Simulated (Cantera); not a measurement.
**Carbon deposition, reforming and gasification: C + O₂ + H₂**

Charge: 1 mol C, 0.88 mol O₂, 1.2 mol H₂, equilibrated at 2725 K.

Equilibrium computed with Cantera from the NASA thermochemical tables; the gas is ideal and each condensed phase is pure. Candidate condensed phases: C, C₆H₆, C₇H₈, C₈H₁₈, H₂O; 110 gas species. The ideal-gas law is rough above about 30 bar. Equilibrium is a limit: real reactors are often held back by kinetics, nucleation or transport.

From 10.0 Pa to 100 bar nothing is condensed. The main C-bearing gas is CO throughout.

| P (Pa) | log p H | log p CO | log p H₂O | log p H₂ | log p O | log p CO₂ | log p OH | log p O₂ |
|---|---|---|---|---|---|---|---|---|
| 10 | -4.25 | -4.61 | -7.65 | -6.09 | -4.75 | -7.01 | -6.39 | -6.71 |
| 56 | -3.54 | -3.85 | -5.54 | -4.67 | -4.07 | -5.56 | -5.00 | -5.34 |
| 320 | -2.92 | -3.03 | -3.79 | -3.44 | -3.54 | -4.21 | -3.86 | -4.28 |
| 1800 | -2.45 | -2.21 | -2.56 | -2.48 | -3.26 | -3.12 | -3.10 | -3.74 |
| 10000 | -2.03 | -1.43 | -1.64 | -1.66 | -3.17 | -2.25 | -2.60 | -3.55 |
| 56000 | -1.64 | -0.67 | -0.83 | -0.87 | -3.16 | -1.47 | -2.19 | -3.52 |
| 320000 | -1.25 | 0.09 | -0.06 | -0.09 | -3.15 | -0.70 | -1.80 | -3.51 |
| 1800000 | -0.87 | 0.85 | 0.70 | 0.67 | -3.15 | 0.05 | -1.42 | -3.51 |
| 10000000 | -0.50 | 1.59 | 1.45 | 1.42 | -3.15 | 0.79 | -1.04 | -3.52 |
log p: log10 of the partial pressure in bar; nothing condenses.
